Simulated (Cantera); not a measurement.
**Gas activation for diamond growth**

An isothermal, constant-pressure homogeneous reactor starts with CH4 : H2 : N2 : H2O = 0.013 : 1 : 0.011 : 0.0074 (molar parts), at 1575 K and 0.133 bar.

Computed with Cantera and GRI-Mech 3.0 (53 species, 325 reactions). GRI-Mech 3.0 stops at C3 and has no aromatics, soot or wall deposition, so with more carbon than oxygen in the feed, carbon stays in small species such as C2H2 where larger ones or solid carbon would form.

| t (s) | x CH4 | x H2 | x C2H | x CH3 | x C2H4 |
|---|---|---|---|---|---|
| 0.000500 | 0.0126 | 0.970 | <1e-12 | 8.72e-7 | 5.02e-11 |
| 0.00205 | 0.0126 | 0.970 | <1e-12 | 3.52e-6 | 3.58e-9 |
| 0.00841 | 0.0126 | 0.970 | <1e-12 | 1.34e-5 | 2.80e-7 |
| 0.0345 | 0.0126 | 0.969 | 2.26e-12 | 2.76e-5 | 4.39e-6 |
| 0.141 | 0.0124 | 0.970 | 2.41e-11 | 2.81e-5 | 6.32e-6 |
| 0.580 | 0.0119 | 0.970 | 1.10e-10 | 2.70e-5 | 1.06e-5 |
| 2.38 | 0.0101 | 0.971 | 3.96e-10 | 2.31e-5 | 2.47e-5 |
| 9.75 | 0.00643 | 0.973 | 9.85e-10 | 1.49e-5 | 5.39e-5 |
| 40.0 | 0.00373 | 0.974 | 1.38e-9 | 8.76e-6 | 7.29e-5 |
x: mole fraction; the columns are a selection and need not sum to one.

Equilibrium at this temperature and pressure: CH4 0.00161, H2 0.979, C2H 3.44e-10, CH3 3.79e-6, C2H4 1.83e-5 (gas phase only).
